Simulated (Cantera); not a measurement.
A perfectly stirred reactor is fed with CO : O₂ : H₂O : N₂ = 0.026 : 0.0026 : 0.016 : 1 (molar parts), at 730000 Pa; it is held at 1450 K, and followed from long to short residence time.

Model: GRI-Mech 3.0 (53 species, 325 reactions), integrated in Cantera.

**Question.** What does this change do: CO 0.026 to 0.0072 parts?

**Answer.** 
```csv
quantity,before,after
x(CO) at τ = 29.0 s,0.0144,0.000977
x(O₂) at τ = 29.0 s,5.83e-7,1.13e-6
x(H₂O) at τ = 29.0 s,0.00979,0.0147
x(H₂) at τ = 29.0 s,0.00556,0.000980
x(H₂O₂) at τ = 29.0 s,2.13e-12,1.39e-11
x(CO) at τ = 0.200 s,0.0146,0.00106
x(O₂) at τ = 0.200 s,7.54e-6,1.60e-5
x(H₂O) at τ = 0.200 s,0.0100,0.0147
x(H₂) at τ = 0.200 s,0.00533,0.000918
x(H₂O₂) at τ = 0.200 s,1.18e-10,1.34e-9
```

**Question.** What does this change do: CO 0.026 to 0.14 parts?

**Answer.** 
| quantity | before | after |
|---|---|---|
| x(CO) at τ = 29.0 s | 0.0144 | 0.106 |
| x(O₂) at τ = 29.0 s | 5.83e-7 | 7.09e-7 |
| x(H₂O) at τ = 29.0 s | 0.00979 | 0.00350 |
| x(H₂) at τ = 29.0 s | 0.00556 | 0.0103 |
| x(H₂O₂) at τ = 29.0 s | 2.13e-12 | <1e-12 |
| x(CO) at τ = 0.200 s | 0.0146 | 0.107 |
| x(O₂) at τ = 0.200 s | 7.54e-6 | 9.11e-6 |
| x(H₂O) at τ = 0.200 s | 0.0100 | 0.00394 |
| x(H₂) at τ = 0.200 s | 0.00533 | 0.00988 |
| x(H₂O₂) at τ = 0.200 s | 1.18e-10 | 4.28e-11 |
